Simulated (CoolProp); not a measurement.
Aqueous potassium carbonate as a coolant, 11 % by mass, freezing at -4.0 °C, 1 atm.

Computed with CoolProp (Melinder's fits for secondary coolants).

```csv
T (°C),cp (kJ/(kg K)),viscosity (mPa s),conductivity (W/(m K)),Prandtl number
-0.9,3.618,2.25,?,14.7
3,3.625,2.00,0.560,13.0
7,3.632,1.79,0.566,11.5
10.9,3.639,1.62,0.572,10.3
14.9,?,1.47,?,9.23
18.8,3.653,1.34,0.585,8.35
22.7,3.660,1.23,0.592,7.60
26.7,3.668,1.13,0.599,6.92
30.6,3.674,1.05,0.605,6.34
```

Question: Some entries are withheld; supply them.

Answer: 
- -0.9, conductivity (W/(m K)): 0.554
- 14.9, cp (kJ/(kg K)): 3.646
- 14.9, conductivity (W/(m K)): 0.579
